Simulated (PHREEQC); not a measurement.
A solution holds 0.22 mol/kgw KH2PO4, 0.22 mol/kgw K2HPO4 and 8.4e-05 mol/kgw H3AsO4, at 20 °C. Closed to the air; pH follows from the charge balance.

The numbers come from PHREEQC with the ion-association model, wateq4f.dat.

```
quantity                  before   after
------------------------  ------  ------
pH                          6.58    6.45
ionic strength (mol/kgw)   0.805   0.813
K+ (mol/kgw)               0.623   0.626
H2PO4- (mol/kgw)           0.220   0.220
HPO4-2 (mol/kgw)           0.182   0.186
KHPO4- (mol/kgw)          0.0375  0.0335
```

**Question.** What was changed between the two runs?
A. temperature from 20 to 65 °C
B. diluted 5-fold with water
C. H3AsO4 replaced by Na2HAsO4 at the same molality

**Answer.** A, temperature from 20 to 65 °C

No solid was allowed to form. The ionic strength passes 0.7 mol/kgw, the rough limit of the ion-association models, in every such run. H3PO4, which wateq4f.dat lacks, is added to it with the constant of phreeqc.dat. Away from 25 °C the constants follow the database's enthalpies or fits; those with neither stay at their 25 °C values.
